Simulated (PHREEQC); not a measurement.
**Alkaline etch or developer**

Consider water at 73 °C with 17 mmol/kgw NaOH, 0.73 mmol/kgw CO2 and 47 mmol/kgw Na2CO3. Closed to the air; pH follows from the charge balance.

The numbers come from PHREEQC with the Pitzer model, pitzer.dat.

```yaml
pH: 10.86
ionic_strength: 0.156 mol/kgw
specific_conductance: 26200 µS/cm
density: 0.982 g/cm³
osmotic_coefficient: 0.846
total_alkalinity: 111 meq/kg
```

```json
[
 {"species": "Na+", "molality": "0.111", "activity": "0.0787", "log γ": "-0.150"},
 {"species": "CO3-2", "molality": "0.0447", "activity": "0.0122", "log γ": "-0.564"},
 {"species": "OH-", "molality": "0.0186", "activity": "0.0135", "log γ": "-0.138"},
 {"species": "HCO3-", "molality": "0.00306", "activity": "0.00230", "log γ": "-0.124"},
 {"species": "CO2", "molality": "6.30e-8", "activity": "6.42e-8", "log γ": "0.008"}
]
```

This is a speciation only: nothing precipitates in the calculation. At this temperature some constants are extrapolated from 25 °C, and those without enthalpy data are left unchanged.
